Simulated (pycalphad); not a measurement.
CALPHAD calculation (pycalphad, COST 507 light-alloy database (1999)), 1 atm. The database dates from 1999; later assessments differ in places, in temperatures and in the compounds included. Phase fractions are per mole of atoms. Diffusion is slow at the low end, where real alloys seldom reach equilibrium.

**Question.** Give the equilibrium state of Ti-93.3C (at.%) at 1575 K.

**Answer.** GRAPHITE, fraction 0.868, with 100 C at.%; FCC_A1, fraction 0.132, with 49.1 C at.%.

**Question.** Give the equilibrium state of Ti-93.3C (at.%) at 3225 K.

**Answer.** 
```
T = 3225.00 K, P = 101325 Pa, N = 1 mol of atoms
G = -124635 J/mol, H = 78246 J/mol, S = 62.91 J/(mol K)  (SER reference)
chemical potentials (J/mol): Ti -411792, C -104013
phase             fraction      x(Ti)       x(C)
GRAPHITE            0.7934       none     1.0000
LIQUID              0.2066     0.3243     0.6757
```

FCC_A1 is fcc. An entry "none" or "no" means that the model of the phase leaves that element out. The fcc model also describes the rock-salt carbide or nitride (TiC, TiN, HfC).
